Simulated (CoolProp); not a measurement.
Vapour-liquid equilibrium of R22 (1) + acetone (2) at 276.6 K; x and y are mole fractions of (1).

Computed with CoolProp (multi-fluid Helmholtz-energy mixture model, Kamei 1995 and Lemmon 2006; pair parameters Bell 2016).

| x | bubble pressure, mixture model (MPa) | bubble pressure, Raoult's law (MPa) | y, mixture model | y, Raoult's law |
|---|---|---|---|---|
| 0.05 | 0.03468 | 0.03839 | 0.689 | 0.724 |
| 0.2 | 0.07875 | 0.1202 | 0.876 | 0.926 |
| 0.35 | 0.1204 | 0.2019 | 0.930 | 0.964 |
| 0.5 | 0.1812 | 0.2837 | 0.965 | 0.980 |
| 0.65 | 0.2734 | 0.3655 | 0.986 | 0.989 |
| 0.8 | 0.3962 | 0.4473 | 0.996 | 0.995 |
| 0.95 | 0.5218 | 0.5290 | 1.000 | 0.999 |

The largest gap from Raoult's law is -40.4 % in bubble pressure, at x = 0.35. No azeotrope shows between x = 0.05 and 0.95.

The pair parameters rest on a limited set of measurements; away from them the model extrapolates.
